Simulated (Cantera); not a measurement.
A Cantera script and what it prints.

```python
import numpy as np
import cantera as ct

gas_names = """
    CL CL2 H HCL H2 Si SiCL SiCL2 SiCL3 SiCL4 SiH SiHCL3 SiH2 SiH2CL2 SiH3 SiH3CL SiH4 Si2 Si3
""".split()
cond_names = """
    Si(cr) Si(L)
""".split()


# ... load() reads the species with a 1 bar reference pressure and builds the phases ...
atoms = {
    'Si': {'Si': 1},
    'HCl': {'H': 1, 'CL': 1},
    'H2': {'H': 2},
}
top_T = {}  # K; cautious upper limits of use, not melting points


# ... equilibrate(T, P, feed) seeds the gas with the atoms and calls Mixture.equilibrate('TP', solver="vcs", rtol=1e-11, max_steps=5000) ...
results = []
feed = {'Si': 1, 'HCl': 3.9, 'H2': 0.33}  # mol
P = 100000  # Pa
for T in [698, 773, 848, 923, 998, 1073, 1148, 1223]:
    mix = equilibrate(T, P, feed)
    results.append((T, P, feed, dict(zip(mix.species_names, mix.species_moles))))

top = {s: max(r[3][s] / sum(r[3][g] for g in gas_names) for r in results) for s in gas_names}
cols = sorted((s for s in top if top[s] > 0.001), key=lambda s: -top[s])[:5]
seen = [c for c in cond_names if any(r[3].get(c, 0) > 1e-12 for r in results)]
print("log10 of partial pressures in bar; condensed amounts in mol")
print(f"{'T/K':>10s}" + "".join(f"{s[:9]:>10s}" for s in cols + seen))
for T, P, feed, n in results:
    ng = sum(n[g] for g in gas_names)
    print(f"{T:10.4g}" + "".join(f"{np.log10(max(n[s] / ng * P / 1e5, 1e-99)):10.3f}" for s in cols)
          + "".join(f"{n.get(c, 0):10.4g}" for c in seen))
```

Result:

```
log10 of partial pressures in bar; condensed amounts in mol
       T/K        H2     SiCL4       HCL    SiHCL3     SiCL3
       698    -0.162    -0.556    -2.923    -1.499    -5.603
       773    -0.163    -0.560    -2.453    -1.471    -4.794
       848    -0.166    -0.567    -2.101    -1.422    -4.101
       923    -0.170    -0.577    -1.836    -1.359    -3.500
       998    -0.176    -0.591    -1.632    -1.294    -2.977
      1073    -0.183    -0.609    -1.465    -1.238    -2.527
      1148    -0.191    -0.632    -1.318    -1.203    -2.148
      1223    -0.202    -0.662    -1.175    -1.200    -1.844
```

These are equilibrium values from Cantera (NASA tables, ideal gas, pure condensed phases), not measurements of a reactor. The tables' values for SiCl3 are old estimates; treat these amounts as uncertain.
